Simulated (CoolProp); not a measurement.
The fluid at 355.5 K and 1.35 MPa (liquid) is heated at constant pressure to 423.3 K. The same conditions are run with several fluids, on thermodynamics alone (safety and materials aside).

Model: reference Helmholtz-energy equation of state of each fluid (R245fa: Akasaka 2015; water: Wagner 2002; 1,2-dichloroethane: Thol 2015; R365MFC: Lemmon 2016; octamethylcyclotetrasiloxane (D4): Thol 2015), in CoolProp.

### Question
Rank R245fa, water, 1,2-dichloroethane, R365MFC, octamethylcyclotetrasiloxane (D4) by heat (kJ/kg), highest first.

### Answer
water (287), R365MFC (231), R245fa (222), octamethylcyclotetrasiloxane (D4) (125), 1,2-dichloroethane (95.7)

```json
[
 {"fluid": "R245fa", "final phase": "gas", "final density (kg/m³)": "60.0"},
 {"fluid": "water", "final phase": "liquid", "final density (kg/m³)": "917"},
 {"fluid": "1,2-dichloroethane", "final phase": "liquid", "final density (kg/m³)": "1040"},
 {"fluid": "R365MFC", "final phase": "gas", "final density (kg/m³)": "74.8"},
 {"fluid": "octamethylcyclotetrasiloxane (D4)", "final phase": "liquid", "final density (kg/m³)": "805"}
]
```
